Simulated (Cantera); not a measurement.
A closed system holds: 1 mol Fe₂O₃, 0.3 mol CH₄, 0.67 mol CO, 0.0013 mol O₂, held at 1.00 Torr.

Equilibrium computed with Cantera from the NASA thermochemical tables; the gas is ideal and each condensed phase is pure. Candidate condensed phases: C, C₆H₆, C₇H₈, C₈H₁₈, Fe, Fe(CO)₅, FeO, Fe(OH)₂, Fe(OH)₃, Fe₂O₃, Fe₃O₄, H₂O; 114 gas species. The tables' stoichiometric FeO is somewhat more stable than real wüstite, so its field is too wide. FeO: taken at fixed stoichiometry. Equilibrium is a limit: real reactors are often held back by kinetics, nucleation or transport.

Task: At 1675 K, list the 4 most abundant gas species with their mole fractions, and the condensed phases.

Result: CO 0.409, H₂O 0.239, CO₂ 0.208, H₂ 0.142. Condensed: FeO(l).
